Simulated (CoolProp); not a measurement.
Properties of nitrous oxide along the isobar 0.731 MPa (Tc = 36.4 °C, pc = 7.245 MPa, ω = 0.161).

The numbers come from the reference Helmholtz-energy equation of state, Lemmon 2006 in CoolProp. It is a short technical equation, of lower accuracy than the large ones.

```
T (°C)  phase  density (kg/m³)  cv (kJ/(kg K))  expansivity (1/kK)
------  -----  ---------------  --------------  ------------------
-31.15    gas            17.41          0.6810               5.458
-18.15    gas            16.28          0.6778               4.906
-5.05     gas            15.31          0.6823               4.492
8.05      gas            14.47          0.6903               4.162
21.15     gas            13.73          0.6999               3.890
34.25     gas            13.07          0.7102               3.659
47.35     gas            12.47          0.7209               3.459
60.45     gas            11.93          0.7317               3.284
73.45     gas            11.45          0.7423               3.129
86.55     gas            11.00          0.7530               2.989
99.65     gas            10.58          0.7635               2.863
112.75    gas            10.20          0.7738               2.748
125.85    gas            9.847          0.7839               2.644
138.95    gas            9.518          0.7938               2.547
152.05    gas            9.211          0.8036               2.458
```
